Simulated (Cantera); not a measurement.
Cantera run:

```python
import numpy as np
import cantera as ct

gas_names = """
    CL CL2 H HCL H2 Si SiCL SiCL2 SiCL3 SiCL4 SiH SiHCL3 SiH2 SiH2CL2 SiH3 SiH3CL SiH4 Si2 Si3
""".split()
cond_names = """
    Si(cr) Si(L)
""".split()


# ... load() reads the species with a 1 bar reference pressure and builds the phases ...
atoms = {
    'SiCl4': {'Si': 1, 'CL': 4},
    'Cl2': {'CL': 2},
    'H2': {'H': 2},
    'HCl': {'H': 1, 'CL': 1},
}
top_T = {}  # K; cautious upper limits of use, not melting points


# ... equilibrate(T, P, feed) seeds the gas with the atoms and calls Mixture.equilibrate('TP', solver="vcs", rtol=1e-11, max_steps=5000) ...
results = []
feed = {'SiCl4': 1, 'Cl2': 2.5, 'H2': 14, 'HCl': 3.5}  # mol
T = 1473.15  # K
P = 480000  # Pa
mix = equilibrate(T, P, feed)
results.append((T, P, feed, dict(zip(mix.species_names, mix.species_moles))))
print(gas.report(threshold=0.001))
for i in range(1, mix.n_phases):
    print(f"{mix.phase(i).name:16s} {mix.phase_moles(i):12.5e} mol")
```

Output:

```
       temperature   1473.2 K
          pressure   4.8e+05 Pa
           density   0.93635 kg/m^3
  mean mol. weight   23.893 kg/kmol
   phase of matter   gas

                          1 kg             1 kmol
                     ---------------   ---------------
          enthalpy       -1.1599e+06       -2.7714e+07  J
   internal energy       -1.6725e+06       -3.9962e+07  J
           entropy            8822.3        2.1079e+05  J/K
    Gibbs function       -1.4156e+07       -3.3824e+08  J
 heat capacity c_p            1521.8             36361  J/K
 heat capacity c_v            1173.8             28046  J/K

                      mass frac. Y      mole frac. X     chem. pot. / RT
                     ---------------   ---------------   ---------------
               HCL           0.63094            0.4135             -32.2
                H2          0.045477           0.53899             -17.6
             SiCL3          0.017387         0.0030902           -81.816
             SiCL4           0.27541          0.038735           -105.22
            SiHCL3          0.026902         0.0047457           -90.616
     [  +14 minor]         0.0038837        0.00094167

Si(cr)            0.00000e+00 mol
```

These are equilibrium values from Cantera (NASA tables, ideal gas, pure condensed phases), not measurements of a reactor. The tables' values for SiCl3 are old estimates; treat these amounts as uncertain.
